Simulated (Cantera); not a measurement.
Charge: 1 mol Al(CH3)3, 12 mol N2, 5.6 mol H2, equilibrated at 1877 °C and 1.00 Torr.

These are equilibrium values from Cantera (NASA tables, ideal gas, pure condensed phases), not measurements of a reactor. Candidate condensed phases: Al, AlN, C, C6H6, C7H8, C8H18; 97 gas species. The feed counts by its element totals alone. Equilibrium is a limit: real reactors are often held back by kinetics, nucleation or transport.

Base state: N2 0.495, H2 0.379, H 0.0711, Al 0.0416, HCN 0.0111, HNC 0.000809, C2H2 (acetylene) 0.000735, AlH 0.000192 (mole fractions); condensed: C(graphite).

Task: What changes in the equilibrium state with this change: temperature from 1877 °C to 1152 °C?

Result: 
| species | before | after |
|---|---|---|
| N2 | 0.495 | 0.532 |
| H2 | 0.379 | 0.467 |
| HCN | 0.0111 | 0.000302 |
| H | 0.0711 | 0.000128 |
| Al | 0.0416 | 1.18e-7 |
| CN | 6.71e-5 | <1e-9 |
| AlH | 0.000192 | 4.84e-9 |
| C2H2 (acetylene) | 0.000735 | 1.65e-6 |
| HNC | 0.000809 | 3.95e-6 |
| C(graphite), mol | 2.68 | 2.99 |
| AlN(s), mol | 0 | 1.000 |
